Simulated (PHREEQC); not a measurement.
Make-up at 50 °C: 1.17 mol/kgw NaOH and 0.13 mol/kgw NaHCO3. Closed to the air; pH follows from the charge balance.

All values are PHREEQC results (Pitzer model, pitzer.dat), not measurements.

| Quantity | Value |
|---|---|
| pH | 13.13 |
| ionic strength | 1.43 mol/kgw |
| activity of water | 0.959 |
| density | 1.042 g/cm³ |
| osmotic coefficient | 0.937 |
| total alkalinity | 1300 meq/kg |

| species | molality | activity | log γ |
|---|---|---|---|
| Na+ | 1.30 | 0.803 | -0.209 |
| OH- | 1.04 | 0.715 | -0.163 |
| CO3-2 | 0.130 | 0.0134 | -0.988 |
| HCO3- | 3.05e-5 | 1.50e-5 | -0.308 |

This is a speciation only: nothing precipitates in the calculation. In brines, pH and single-ion activities rest on the MacInnes convention. Constants without temperature data keep their 25 °C values here.
